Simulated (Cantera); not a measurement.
# Diamond growth

A diamond (100) surface in a fixed gas of H2 with x(CH4) = 0.011, x(H) = 0.039, x(CH3) = 1.1e-05, at 1150 K; coverages are run to steady state.

Cantera simulation using the Harris–Goodwin 1993 mechanism for the reconstructed diamond (100) surface; the numbers are that mechanism's predictions, not measurements.

| P (Pa) | growth (µm/h) | θ c6HH | θ c6H* | θ c6*H | θ c6** |
|---|---|---|---|---|---|
| 620 | 0.0331 | 0.473 | 0.0332 | 0.470 | 0.0244 |
| 1100 | 0.0739 | 0.473 | 0.0332 | 0.470 | 0.0244 |
| 2100 | 0.169 | 0.473 | 0.0333 | 0.470 | 0.0244 |
| 3900 | 0.350 | 0.473 | 0.0335 | 0.469 | 0.0244 |
| 7200 | 0.690 | 0.473 | 0.0337 | 0.469 | 0.0245 |
| 13000 | 1.30 | 0.472 | 0.0342 | 0.469 | 0.0246 |
| 25000 | 2.56 | 0.472 | 0.0352 | 0.467 | 0.0248 |
| 46000 | 4.82 | 0.472 | 0.0370 | 0.465 | 0.0252 |
θ: site fractions in the mechanism's names (c6HH fully hydrogenated, c6H* and c6*H radical sites, c6** diradical, c6HM methylated).
